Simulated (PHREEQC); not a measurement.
A solution holds 47 mmol/kgw H2SO4, 7.6 mmol/kgw MnCl2 and 6 mmol/kgw KBr, at 55 °C. Closed to the air; pH follows from the charge balance.

Equilibrium calculation in PHREEQC: ion-association model, phreeqc.dat.

No solid was allowed to form.

### Question
Predict the pH, ionic strength.

### Answer
pH 1.33; ionic strength 0.0880 mol/kgw.

### Question
In which forms is Mn present?

### Answer
Mn+2 73 %, MnSO4 25 %, MnCl+ 1.7 % of the Mn.

Species that the database lacks are ignored. At this temperature some constants are extrapolated from 25 °C, and those without enthalpy data are left unchanged.
